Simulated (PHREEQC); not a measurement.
1 kg of water holding 0.014 mol/kgw KHCO3, 0.14 mol/kgw K2CO3 and 0.0068 mol/kgw K2SO4 is evaporated at 20 °C; the solids stay in contact with the brine. CO2 from the air is kept out. The run lets Arcanite, Kalicinite, Misenite precipitate or redissolve, and no other solid.

The numbers come from PHREEQC with the Pitzer model, pitzer.dat.

| water left (kg) | ionic strength | water activity | Arcanite (mol) | C in solution (mol/kgw) | K in solution (mol/kgw) | S in solution (mol/kgw) | pH |
|---|---|---|---|---|---|---|---|
| 1 | 0.454 | 0.993 | 0 | 0.154 | 0.308 | 0.00680 | 10.89 |
| 0.8219 | 0.552 | 0.992 | 0 | 0.187 | 0.374 | 0.00827 | 10.87 |
| 0.6755 | 0.672 | 0.990 | 0 | 0.228 | 0.455 | 0.0101 | 10.85 |
| 0.5552 | 0.818 | 0.988 | 0 | 0.277 | 0.554 | 0.0122 | 10.84 |
| 0.4563 | 0.995 | 0.985 | 0 | 0.337 | 0.674 | 0.0149 | 10.82 |
| 0.3751 | 1.21 | 0.982 | 0 | 0.411 | 0.820 | 0.0181 | 10.80 |
| 0.3083 | 1.47 | 0.979 | 0 | 0.500 | 0.998 | 0.0221 | 10.79 |
| 0.2534 | 1.79 | 0.974 | 0 | 0.608 | 1.21 | 0.0268 | 10.78 |
| 0.2082 | 2.18 | 0.969 | 0 | 0.740 | 1.48 | 0.0327 | 10.77 |
| 0.1711 | 2.65 | 0.962 | 0 | 0.900 | 1.80 | 0.0397 | 10.77 |
| 0.1407 | 3.23 | 0.953 | 0 | 1.09 | 2.19 | 0.0483 | 10.77 |
| 0.1156 | 3.93 | 0.942 | 0 | 1.33 | 2.66 | 0.0588 | 10.79 |
| 0.09503 | 4.78 | 0.928 | 0 | 1.62 | 3.24 | 0.0716 | 10.82 |
| 0.0781 | 5.82 | 0.909 | 0 | 1.97 | 3.94 | 0.0871 | 10.86 |
| 0.06419 | 6.97 | 0.887 | 0.00223 | 2.40 | 4.72 | 0.0712 | 10.92 |
| 0.05277 | 8.37 | 0.857 | 0.00420 | 2.92 | 5.67 | 0.0494 | 11.00 |
| 0.04336 | 10.1 | 0.818 | 0.00541 | 3.55 | 6.84 | 0.0320 | 11.11 |
| 0.03565 | 12.2 | 0.767 | 0.00611 | 4.32 | 8.28 | 0.0192 | 11.26 |
| 0.02931 | 14.8 | 0.702 | 0.00649 | 5.25 | 10.1 | 0.0105 | 11.44 |

Arcanite from water left = 0.06419 kg (pH 10.92).

Species that the database lacks are ignored.
